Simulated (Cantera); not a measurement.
Input: 1 mol SiF4, 0.89 mol O3, 29 mol H2, equilibrated at 0.00220 bar.

Cantera equilibrium calculation (NASA polynomials, part measured and part estimated; ideal gas, pure solids and liquids). Candidate condensed phases: H2O, Si, SiO2; 38 gas species. The tables hold silica as quartz up to 1696 K and as liquid above; real silica turns to tridymite and cristobalite and melts near 1996 K. Rates play no part.

x: gas mole fraction; n: condensed amount in mol.

| T (°C) | x H2 | x HF | x H2O | x SiO | x H | n SiO2(β-quartz) | n SiO2(condensed) |
|---|---|---|---|---|---|---|---|
| 1352 | 0.847 | 0.129 | 0.0225 | 0.000818 | 0.00138 | 0.973 | 0 |
| 1377 | 0.845 | 0.129 | 0.0231 | ___ | ___ | 0.954 | 0 |
| 1402 | 0.843 | 0.128 | 0.0241 | 0.00249 | 0.00227 | 0.921 | 0 |
| 1427 | 0.839 | 0.128 | 0.0257 | 0.00411 | 0.00288 | 0 | 0.871 |
| 1452 | 0.834 | 0.128 | 0.0279 | 0.00645 | 0.00362 | 0 | 0.798 |
| 1477 | 0.827 | 0.127 | 0.0311 | 0.00971 | 0.00451 | 0 | 0.695 |
| 1502 | 0.818 | 0.127 | 0.0353 | 0.0141 | 0.00558 | 0 | 0.556 |
| 1527 | 0.807 | 0.126 | ___ | ___ | ___ | 0 | ___ |
| 1552 | 0.792 | 0.125 | 0.0477 | 0.0268 | 0.00836 | 0 | 0.143 |
| 1577 | 0.782 | 0.124 | 0.0519 | 0.0311 | 0.0102 | 0 | 0 |
| 1602 | 0.781 | 0.124 | 0.0518 | 0.0310 | 0.0123 | 0 | 0 |

Problem. What belongs in the gaps?

Solution. 
- 1527, x H2O: 0.0408
- 1527, x SiO: 0.0197
- 1527, x H: 0.00686
- 1527, n SiO2(condensed): 0.374
- 1377, x SiO: 0.00145
- 1377, x H: 0.00178
